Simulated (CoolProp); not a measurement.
Vapour-liquid equilibrium of ethanol (1) + n-nonane (2) at 370.8 K; x and y are mole fractions of (1).

The numbers come from the multi-fluid Helmholtz-energy mixture model, Schroeder 2014 and Lemmon 2006; pair parameters Bell 2016 in CoolProp.

```
x     bubble pressure, mixture model (bar)  bubble pressure, Raoult's law (bar)  y, mixture model  y, Raoult's law
----  ------------------------------------  -----------------------------------  ----------------  ---------------
0.05                                0.6751                               0.2870             0.718            0.360
0.15                                 1.292                               0.4743             0.859            0.654
0.25                                 1.609                               0.6617             0.891            0.781
0.35                                 1.757                               0.8490             0.903            0.852
0.45                                 1.821                                1.036             0.909            0.897
0.55                                 1.849                                1.224             0.912            0.929
0.65                                 1.871                                1.411             0.914            0.952
0.75                                 1.907                                1.598             0.921            0.970
0.85                                 1.962                                1.786             0.936            0.984
0.95                                 2.034                                1.973             0.970            0.995
```

The largest gap from Raoult's law is +172.4 % in bubble pressure, at x = 0.15. No azeotrope shows between x = 0.05 and 0.95.

Pair parameters are fitted to limited data, so mixtures are less certain than the pure fluids. With so large a gap from Raoult's law the liquid may split in two, which this calculation doesn't test in full.
